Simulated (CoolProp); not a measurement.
Ethanol along the isotherm 302.2 K: fugacity coefficient from the reference equation and from simpler models built on Tc = 514.7 K, pc = 6268 kPa, ω = 0.644; each cubic takes its own stable root.

Model: reference Helmholtz-energy equation of state, Schroeder 2014, in CoolProp.

| p (kPa) | phase | reference |
|---|---|---|
| 198 | liquid | 0.05003 |
| 352 | liquid | 0.02824 |
| 627 | liquid | 0.01596 |
| 1110 | liquid | 0.009117 |
| 1980 | liquid | 0.005216 |
| 3520 | liquid | 0.003042 |
| 6270 | liquid | 0.001821 |
| 11100 | liquid | 0.001151 |
| 19800 | liquid | 0.0007884 |
| 35200 | liquid | 0.0006301 |
| 62700 | liquid | 0.0006553 |

### Question
How far does each simpler model (van der Waals, Redlich-Kwong, Soave-Redlich-Kwong, Peng-Robinson) lie from the reference over these 11 states: mean and median of the absolute difference, and the worst?

### Answer
- van der Waals: mean 5594.6 %, median 4617.3 %, worst +13623.5 % at 302.2 K and 62700 kPa
- Redlich-Kwong: mean 991.0 %, median 927.0 %, worst +1337.1 % at 302.2 K and 62700 kPa
- Soave-Redlich-Kwong: mean 6.9 %, median 6.4 %, worst +21.7 % at 302.2 K and 62700 kPa
- Peng-Robinson: mean 4.6 %, median 3.2 %, worst +11.9 % at 302.2 K and 62700 kPa

At some of these states van der Waals gives the other phase, because its saturation line lies elsewhere.
